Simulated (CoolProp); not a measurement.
Benzene along the isotherm 603 K: Z from the reference equation and from simpler models built on Tc = 562.0 K, pc = 49.06 bar, ω = 0.211; each cubic takes its own stable root.

Values from CoolProp's reference Helmholtz-energy equation of state, Thol 2012.

| p (bar) | phase | reference | van der Waals | Soave-Redlich-Kwong |
|---|---|---|---|---|
| 0.388 | gas | 0.9979 | 0.9980 | 0.9979 |
| 0.569 | gas | 0.9969 | 0.9971 | 0.9969 |
| 0.836 | gas | 0.9954 | 0.9957 | 0.9954 |
| 1.23 | gas | 0.9932 | 0.9937 | 0.9932 |
| 1.8 | gas | 0.9900 | 0.9908 | 0.9901 |
| 2.64 | gas | 0.9854 | 0.9864 | 0.9854 |
| 3.88 | gas | 0.9784 | 0.9799 | 0.9784 |
| 5.69 | gas | 0.9682 | 0.9703 | 0.9682 |
| 8.36 | gas | 0.9528 | 0.9559 | 0.9529 |
| 12.3 | gas | 0.9296 | 0.9339 | 0.9298 |
| 18 | gas | 0.8948 | 0.9005 | 0.8953 |
| 26.4 | gas | 0.8400 | 0.8471 | 0.8415 |
| 38.8 | gas | 0.7492 | 0.7552 | 0.7538 |
| 56.9 | supercritical | 0.5820 | 0.5575 | 0.5987 |
| 83.6 | supercritical | 0.3491 | 0.4133 | 0.4161 |
| 123 | supercritical | 0.3969 | 0.5183 | 0.4602 |
